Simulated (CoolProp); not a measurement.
CH2F2 (R32) at several states: Z from the reference equation and from simpler models built on Tc = 351.3 K, pc = 5783 kPa, ω = 0.277; each cubic takes its own stable root.

Values from CoolProp's reference Helmholtz-energy equation of state, Tillner-Roth 1997.

| T (K) | p (kPa) | phase | reference |
|---|---|---|---|
| 258.2 | 17400 | liquid | 0.3676 |
| 332.6 | 14.4 | gas | 0.9988 |
| 342.5 | 58.2 | gas | 0.9957 |
| 298.9 | 2000 | liquid | 0.04362 |

### Question
How far does each simpler model (Redlich-Kwong, Peng-Robinson) lie from the reference over these 4 states: mean and median of the absolute difference, and the worst?

### Answer
- Redlich-Kwong: mean 426.5 %, median 15.5 %, worst +1674.9 % at 298.9 K and 2000 kPa
- Peng-Robinson: mean 7.3 %, median 6.4 %, worst +16.2 % at 298.9 K and 2000 kPa

At some of these states Redlich-Kwong gives the other phase, because its saturation line lies elsewhere.
